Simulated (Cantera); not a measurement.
Input (Python, Cantera):

```python
import numpy as np
import cantera as ct

gas = ct.Solution("gri30.yaml")
gas.TPX = 1625, 120000, {'C2H6': 1, 'H2': 2.2}
inlet = ct.Reservoir(gas, clone=True)

reactor = ct.IdealGasConstPressureReactor(gas, energy="off", clone=False)
exhaust = ct.Reservoir(gas, clone=True)
tau = [15, 5, 1.7, 0.58, 0.2, 0.067, 0.023, 0.0078, 0.0026, 0.0009][0]
for a, b in ((inlet, reactor), (reactor, exhaust)):
    ct.MassFlowController(a, b, mdot=lambda t: reactor.mass / tau)
net = ct.ReactorNet([reactor])
show = ['C2H6', 'H2', 'CH4', 'C2H4', 'C2H2', 'CH2', 'H']

rows = []
print(f"{'tau/s':>10s}{'T/K':>9s}" + "".join(f"{s:>11s}" for s in show))
for tau in [15, 5, 1.7, 0.58, 0.2, 0.067, 0.023, 0.0078, 0.0026, 0.0009]:
    net.initial_time = 0.0
    net.advance(30 * tau)
    before = gas.X
    net.advance(40 * tau)
    drift = np.max(np.abs(gas.X - before) / (gas.X + 1e-9))
    rows.append([gas.T, *gas[show].X, drift])
    print(f"{tau:10.3e}{gas.T:9.1f}" + "".join(f"{x:11.3e}" for x in gas[show].X))
```

Result:

```
     tau/s      T/K       C2H6         H2        CH4       C2H4       C2H2        CH2          H
 1.500e+01   1625.0  4.307e-05  7.518e-01  7.705e-02  1.271e-02  1.582e-01  8.430e-09  5.642e-05
 5.000e+00   1625.0  4.671e-05  7.507e-01  7.866e-02  1.269e-02  1.578e-01  8.712e-09  5.675e-05
 1.700e+00   1625.0  5.712e-05  7.478e-01  8.274e-02  1.264e-02  1.565e-01  9.482e-09  5.767e-05
 5.800e-01   1625.0  8.599e-05  7.419e-01  9.132e-02  1.257e-02  1.539e-01  1.144e-08  6.014e-05
 2.000e-01   1625.0  1.602e-04  7.332e-01  1.037e-01  1.273e-02  1.499e-01  1.585e-08  6.621e-05
 6.700e-02   1625.0  3.431e-04  7.255e-01  1.143e-01  1.372e-02  1.457e-01  2.553e-08  8.000e-05
 2.300e-02   1625.0  7.409e-04  7.219e-01  1.185e-01  1.634e-02  1.420e-01  4.502e-08  1.050e-04
 7.800e-03   1625.0  1.622e-03  7.190e-01  1.205e-01  2.188e-02  1.363e-01  8.435e-08  1.438e-04
 2.600e-03   1625.0  3.668e-03  7.125e-01  1.254e-01  3.272e-02  1.246e-01  1.622e-07  1.960e-04
 9.000e-04   1625.0  8.288e-03  7.015e-01  1.334e-01  5.079e-02  1.045e-01  3.032e-07  2.553e-04
```

Model: GRI-Mech 3.0 (53 species, 325 reactions), integrated in Cantera. GRI-Mech 3.0 stops at C3 and has no aromatics, soot or wall deposition, so with more carbon than oxygen in the feed, carbon stays in small species such as C2H2 where larger ones or solid carbon would form.
